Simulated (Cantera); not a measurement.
Equilibrium for silicon nitride deposition: trisilylamine + N2

Charge: 1 mol trisilylamine, 0.26 mol N2, held at 11.0 mbar.

Cantera equilibrium calculation (NASA polynomials, part measured and part estimated; ideal gas, pure solids and liquids). Candidate condensed phases: Si, Si3N4; 18 gas species. The feed counts by its element totals alone. Mutual solubility and eutectic melting of coexisting phases are not modelled. The tables' values for SiN are old estimates; treat these amounts as uncertain. Gases not in the tables: Si2H6 and higher silanes. Equilibrium is a limit: real reactors are often held back by kinetics, nucleation or transport.

From 823 K to 1623 K the condensed part is Si(s) + Si3N4(s). From 1723 K to 2123 K the condensed part is Si(l).

```tsv
T (K)	x H2	x N2	x H	x Si	n Si(s)	n Si3N4(s)	n Si(l)
823	1.00	<1e-12	6.99e-11	<1e-12	1.86	0.380	0
923	1.00	3.51e-11	2.33e-9	<1e-12	1.86	0.380	0
1023	1.00	4.07e-9	3.95e-8	<1e-12	1.86	0.380	0
1123	1.000	2.01e-7	4.06e-7	5.85e-12	1.86	0.380	0
1223	1.000	5.22e-6	2.87e-6	2.93e-10	1.86	0.380	0
1323	1.000	8.21e-5	1.51e-5	8.06e-9	1.86	0.380	0
1423	0.999	0.000871	6.33e-5	1.39e-7	1.87	0.378	0
1523	0.993	0.00673	0.000220	1.64e-6	1.91	0.365	0
1623	0.959	0.0402	0.000645	1.42e-5	2.14	0.286	0
1723	0.854	0.144	0.00161	8.94e-5	0	0	3.00
1823	0.852	0.144	0.00381	0.000402	0	0	3.00
1923	0.846	0.144	0.00826	0.00154	0	0	2.99
2023	0.835	0.142	0.0165	0.00517	0	0	2.97
2123	0.812	0.140	0.0308	0.0155	0	0	2.91
```
x: gas mole fraction; n: condensed amount in mol.
